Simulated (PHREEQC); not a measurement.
A PHREEQC input (ion-association model, phreeqc.dat):

```
SOLUTION 1
  temp 43
  units mg/L
  pH 8.25
  pe 10.1
  Na 3420
  K 1230
  Ca 349
  Mg 103
  Cl 6510
  S(6) 1010 as SO4
  Alkalinity 1.17 as HCO3 charge
  Li 14.3
  F 5.7
END
USE solution 1
EQUILIBRIUM_PHASES 1
  Quartz 0 0.5
  CO2(g) -2 10
END
```

It stops with these messages:

```
ERROR: Alkalinity cannot be used with charge balance or solution phase boundary constraints.
ERROR: Program terminating due to input errors.
```

The fault: charge balance asked on alkalinity. The line should read `as HCO3` where the input has `as HCO3 charge`. With the mend the run ends at pH 5.26 and ionic strength 0.222 mol/kgw.
